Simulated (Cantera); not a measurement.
A perfectly stirred reactor is fed with CH4 : N2 = 1 : 160 (molar parts), at 100000 Pa; it is held at 1800 K, and followed from long to short residence time.

Cantera simulation using GRI-Mech 3.0 (53 species, 325 reactions); the numbers are that mechanism's predictions, not measurements. GRI-Mech 3.0 stops at C3 and has no aromatics, soot or wall deposition, so with more carbon than oxygen in the feed, carbon stays in small species such as C2H2 where larger ones or solid carbon would form.

Task: What does this change do: 3.4 parts H2O added?

Result: 
```
quantity                  before     after
----------------------  --------  --------
x(CH4) at τ = 8.70 s     9.19e-5  0.000100
x(CH2) at τ = 8.70 s     2.82e-8   1.46e-8
x(HCN) at τ = 8.70 s    0.000349   1.51e-5
x(C2H2) at τ = 8.70 s    0.00286   4.28e-5
x(C2H4) at τ = 8.70 s    7.50e-7   7.97e-8
x(CH4) at τ = 0.190 s   0.000644  0.000750
x(CH2) at τ = 0.190 s    1.71e-7   1.60e-7
x(HCN) at τ = 0.190 s    4.21e-5   2.31e-5
x(C2H2) at τ = 0.190 s   0.00271   0.00132
x(C2H4) at τ = 0.190 s   7.34e-6   5.88e-6
```
